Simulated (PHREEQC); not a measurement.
Dissolve 4.6 mmol/kgw HF, 1.5 mmol/kgw NaF and 0.7 mmol/kgw (NH4)2SiF6 at 45 °C. Closed to the air; pH follows from the charge balance.

Model: ion-association model, phreeqc.dat, run in PHREEQC.

Each row changes one thing in this solution. This is a speciation only: nothing precipitates in the calculation.

| case | pH | ionic strength (mol/kgw) | HF (mol/kgw) | F- (mol/kgw) | HF2- (mol/kgw) | NaF (mol/kgw) |
|---|---|---|---|---|---|---|
| as made | 3.10 | 0.00441 | 0.00386 | 0.00239 | 3.94e-5 | 1.77e-6 |
| temperature from 45 to 10 °C | 2.94 | 0.00483 | 0.00334 | 0.00270 | 2.99e-5 | 2.01e-6 |
| HF from 0.0046 to 0.023 mol/kgw | 2.59 | 0.00636 | 0.0199 | [?] | 0.000334 | 2.83e-6 |
| HF replaced by LiF at the same molality | 4.07 | 0.00797 | 0.00115 | 0.00680 | 3.36e-5 | [?] |
| (NH4)2SiF6 left out | 3.10 | 0.00233 | 0.00373 | 0.00229 | 3.66e-5 | 1.77e-6 |

### Question
What belongs in the gaps?

### Answer

- HF from 0.0046 to 0.023 mol/kgw, F- (mol/kgw): 0.00392
- HF replaced by LiF at the same molality, NaF (mol/kgw): 4.81e-6

Some of these states are supersaturated (in Quartz (slow to form), for instance). Constants without temperature data keep their 25 °C values here. SiF6-2 is the database's only silicon fluoride.
